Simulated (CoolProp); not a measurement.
Ethanol at 298.15 K and 0.177 MPa is throttled through a valve to 0.0999 MPa with no heat exchange. Each further row changes one setting.

The numbers come from the reference Helmholtz-energy equation of state, Schroeder 2014 in CoolProp.

```
case                      temperature change (K)
------------------------  ----------------------
as stated                                   +0.0
outlet pressure 0.03 MPa                    +0.1
outlet pressure 0.13 MPa                    +0.0
```
